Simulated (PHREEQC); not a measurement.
Dissolve 0.011 mol/kgw TMAH, 0.00059 mol/kgw H4SiO4 and 0.0028 mol/kgw Na2CO3 at 80 °C and 300 atm. Closed to the air; pH follows from the charge balance.

All values are PHREEQC results (ion-association model, phreeqc.dat), not measurements.

The ionic strength comes out as 0.0174 mol/kgw. What activity coefficients do H2SiO4-2, OH-, HCO3-, NaCO3-, H3SiO4- get?

H2SiO4-2 0.58, OH- 0.86, HCO3- 0.87, NaCO3- 0.87, H3SiO4- 0.86.

No solid was allowed to form. Under pressure, the constants of complexes without a molar volume in the database are unreliable. (CH3)4N+ isn't in the database: it is added as a free cation with an ion size of 4 Å. Away from 25 °C the constants follow the database's enthalpies or fits; those with neither stay at their 25 °C values.
